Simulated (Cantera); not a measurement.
**Gas activation for diamond growth**

A perfectly stirred reactor is fed with 3.66 % CH4, 96.3 % H2, at 90.0 Torr; it is held at 1875 K, and followed from long to short residence time.

Detailed kinetics in Cantera: GRI-Mech 3.0 (53 species, 325 reactions). GRI-Mech 3.0 stops at C3 and has no aromatics, soot or wall deposition, so with more carbon than oxygen in the feed, carbon stays in small species such as C2H2 where larger ones or solid carbon would form.

```
τ (s)      x CH4   x H2       x H     x CH3   x C2H4
-------  -------  -----  --------  --------  -------
0.60     0.00576  0.977   0.00182  0.000215  2.89e-5
0.21     0.00932  0.976   0.00178  0.000340  3.29e-5
0.070     0.0148  0.973   0.00172  0.000523  4.47e-5
0.024     0.0217  0.969   0.00164  0.000730  6.73e-5
0.0081    0.0286  0.966   0.00151  0.000889  9.34e-5
0.0028    0.0333  0.963   0.00126  0.000870  9.53e-5
0.00094   0.0356  0.963  0.000791  0.000585  4.94e-5
```
x: mole fraction; the columns are a selection and need not sum to one.
